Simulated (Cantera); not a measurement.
An adiabatic, constant-volume homogeneous reactor starts with CO : H2 : O2 : N2 = 1 : 0.32 : 0.943 : 3.55 (molar parts), at 1625 K and 16.0 bar. Integrator tolerance rtol = 1e-08.

Computed with Cantera and GRI-Mech 3.0 (53 species, 325 reactions). The hydrogen kinetics of GRI-Mech 3.0 are dated; newer H2 mechanisms differ, most at raised pressure. The pressure lies above the range GRI-Mech 3.0 was tuned for (to about 10 atm). Above 3000 K some thermodynamic fits are extrapolated.

### Question
What does this change do: initial temperature 1625 to 1750 K?

### Answer
```
quantity                                                            before                                    after
---------------------------------  ---------------------------------------  ---------------------------------------
time of steepest temperature rise                                  1.12 µs                                 0.785 µs
temperature at 1.00 s                                               3056 K                                   3097 K
equilibrium temperature                                             3056 K                                   3097 K
x(CO) at 1.00 s                      0.0457 (gas-phase equilibrium 0.0457)    0.0512 (gas-phase equilibrium 0.0512)
x(H2) at 1.00 s                    0.00215 (gas-phase equilibrium 0.00215)  0.00243 (gas-phase equilibrium 0.00243)
x(O2) at 1.00 s                      0.0586 (gas-phase equilibrium 0.0586)    0.0598 (gas-phase equilibrium 0.0598)
x(H) at 1.00 s                     0.00167 (gas-phase equilibrium 0.00167)  0.00206 (gas-phase equilibrium 0.00206)
x(O) at 1.00 s                     0.00635 (gas-phase equilibrium 0.00635)  0.00754 (gas-phase equilibrium 0.00754)
x(N2O) at 1.00 s                   6.70e-6 (gas-phase equilibrium 6.70e-6)  6.88e-6 (gas-phase equilibrium 6.88e-6)
```

### Question
What does this change do: initial temperature 1625 to 1348 K?

### Answer
| quantity | before | after |
|---|---|---|
| time of steepest temperature rise | 1.12 µs | 4.99 µs |
| temperature at 1.00 s | 3056 K | 2960 K |
| equilibrium temperature | 3056 K | 2960 K |
| x(CO) at 1.00 s | 0.0457 (gas-phase equilibrium 0.0457) | 0.0337 (gas-phase equilibrium 0.0337) |
| x(H2) at 1.00 s | 0.00215 (gas-phase equilibrium 0.00215) | 0.00157 (gas-phase equilibrium 0.00157) |
| x(O2) at 1.00 s | 0.0586 (gas-phase equilibrium 0.0586) | 0.0559 (gas-phase equilibrium 0.0559) |
| x(H) at 1.00 s | 0.00167 (gas-phase equilibrium 0.00167) | 0.000987 (gas-phase equilibrium 0.000987) |
| x(O) at 1.00 s | 0.00635 (gas-phase equilibrium 0.00635) | 0.00416 (gas-phase equilibrium 0.00416) |
| x(N2O) at 1.00 s | 6.70e-6 (gas-phase equilibrium 6.70e-6) | 6.31e-6 (gas-phase equilibrium 6.31e-6) |

### Question
What does this change do: pressure from 16.0 bar to 2.50 bar?

### Answer
```csv
quantity,before,after
time of steepest temperature rise,1.12 µs,6.64 µs
temperature at 1.00 s,3056 K,2905 K
equilibrium temperature,3056 K,2905 K
x(CO) at 1.00 s,0.0457 (gas-phase equilibrium 0.0457),0.0579 (gas-phase equilibrium 0.0579)
x(H2) at 1.00 s,0.00215 (gas-phase equilibrium 0.00215),0.00297 (gas-phase equilibrium 0.00297)
x(O2) at 1.00 s,0.0586 (gas-phase equilibrium 0.0586),0.0642 (gas-phase equilibrium 0.0642)
x(H) at 1.00 s,0.00167 (gas-phase equilibrium 0.00167),0.00315 (gas-phase equilibrium 0.00315)
x(O) at 1.00 s,0.00635 (gas-phase equilibrium 0.00635),0.0101 (gas-phase equilibrium 0.0101)
x(N2O) at 1.00 s,6.70e-6 (gas-phase equilibrium 6.70e-6),2.22e-6 (gas-phase equilibrium 2.22e-6)
```
